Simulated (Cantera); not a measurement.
Cantera run:

```python
import numpy as np
import cantera as ct

gas_names = """
    CL CL2 H HCL H2 K KCL KH K2 K2CL2
""".split()
cond_names = """
    K(cr) K(L) KCL(s) KCL(L)
""".split()


def load(file, names, dense=False):
    # The tables refer to 1 bar. Condensed volumes are neglected.
    table = {s.name: s for s in ct.Species.list_from_file(file)}
    out = []
    for n in names:
        d = dict(table[n].input_data)
        d["thermo"] = dict(d["thermo"], **{"reference-pressure": 1e5})
        if dense:
            d["equation-of-state"] = {"model": "constant-volume", "density": "1e6 g/cm^3"}
        out.append(ct.Species.from_dict(d))
    return out


gas = ct.Solution(thermo="ideal-gas", species=load("nasa_gas.yaml", gas_names))
cond = {s.name: ct.Solution(thermo="fixed-stoichiometry", species=[s], name=s.name)
        for s in load("nasa_condensed.yaml", cond_names, dense=True)}
atoms = {
    'KCl': {'K': 1, 'CL': 1},
    'H2': {'H': 2},
}
top_T = {}  # K; cautious upper limits of use, not melting points


def equilibrate(T, P, feed):
    n = {}
    for name, mol in feed.items():
        for a, k in atoms[name].items():
            n[a] = n.get(a, 0.0) + k * mol
    gas.TPX = T, P, n
    mass = sum(n.values()) * gas.mean_molecular_weight
    gas.equilibrate("TP")
    valid = [c for c in cond.values() if c.min_temp <= T <= top_T.get(c.name, c.max_temp)]
    mix = ct.Mixture([(gas, mass / gas.mean_molecular_weight)] + [(c, 0.0) for c in valid])
    mix.T, mix.P = T, P
    mix.equilibrate("TP", solver="vcs", rtol=1e-11, max_steps=5000)
    return mix


results = []
feed = {'KCl': 1, 'H2': 130}  # mol
P = 133.322  # Pa
for T in [1325, 1425, 1525, 1625, 1725, 1825, 1925, 2025]:
    mix = equilibrate(T, P, feed)
    results.append((T, P, feed, dict(zip(mix.species_names, mix.species_moles))))
    x = sorted(zip(gas.X, gas.species_names), reverse=True)
    print(f"T = {T:g} K  P = {P:g} Pa  gas = {mix.phase_moles(0):.4g} mol")
    print("   x: " + "  ".join(f"{s} {v:.3e}" for v, s in x if v > 0.001))
    print("   condensed (mol): " + ("  ".join(f"{mix.phase(i).name} {mix.phase_moles(i):.4g}"
          for i in range(1, mix.n_phases) if mix.phase_moles(i) > 1e-12) or "none"))
```

It prints:

```
T = 1325 K  P = 133.322 Pa  gas = 131 mol
   x: H2 9.920e-01  KCL 7.257e-03
   condensed (mol): none
T = 1425 K  P = 133.322 Pa  gas = 131.1 mol
   x: H2 9.915e-01  KCL 6.919e-03
   condensed (mol): none
T = 1525 K  P = 133.322 Pa  gas = 131.1 mol
   x: H2 9.905e-01  KCL 6.403e-03  K 1.223e-03  HCL 1.222e-03
   condensed (mol): none
T = 1625 K  P = 133.322 Pa  gas = 131.3 mol
   x: H2 9.885e-01  KCL 5.698e-03  H 1.921e-03  K 1.921e-03  HCL 1.918e-03
   condensed (mol): none
T = 1725 K  P = 133.322 Pa  gas = 131.5 mol
   x: H2 9.846e-01  H 5.047e-03  KCL 4.827e-03  K 2.777e-03  HCL 2.766e-03
   condensed (mol): none
T = 1825 K  P = 133.322 Pa  gas = 132 mol
   x: H2 9.768e-01  H 1.192e-02  KCL 3.860e-03  K 3.713e-03  HCL 3.679e-03
   condensed (mol): none
T = 1925 K  P = 133.322 Pa  gas = 133 mol
   x: H2 9.622e-01  H 2.568e-02  K 4.619e-03  HCL 4.528e-03  KCL 2.898e-03
   condensed (mol): none
T = 2025 K  P = 133.322 Pa  gas = 134.8 mol
   x: H2 9.362e-01  H 5.100e-02  K 5.377e-03  HCL 5.168e-03  KCL 2.040e-03
   condensed (mol): none
```

These are equilibrium values from Cantera (NASA tables, ideal gas, pure condensed phases), not measurements of a reactor.
